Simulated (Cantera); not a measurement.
A closed system holds: 1 mol Si(CH3)4, 0.0076 mol C2H2, 170 mol H2, equilibrated at 38000 Pa.

Method: chemical equilibrium by Gibbs-energy minimisation in Cantera with the NASA 1993 tables (ideal gas, pure condensed phases). Candidate condensed phases: C, C6H6, C7H8, C8H18, Si, SiC; 87 gas species. The numbers say what is thermodynamically allowed, not how fast it happens.

Task: At 1202 °C, list the 3 most abundant gas species with their mole fractions, and the condensed phases.

Result: H2 0.999, CH4 0.00110, H 2.10e-5. Condensed: C(graphite) + SiC(s).
